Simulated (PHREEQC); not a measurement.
Brine (model solution)

Make-up at 21 °C: 14 mmol/kgw H2SO4, 180 mmol/kgw MnCl2 and 78 mmol/kgw LiCl. Closed to the air; pH follows from the charge balance.

The numbers come from PHREEQC with the ion-association model, wateq4f.dat.

Precipitation was switched off in this run.

Task: Estimate the pH, activity of water.

Result: pH 1.72; activity of water 0.988.

Task: In which forms is S present?

Result: SO4-2 40 %, MnSO4 36 %, HSO4- 21 %, LiSO4- 2.8 % of the S.
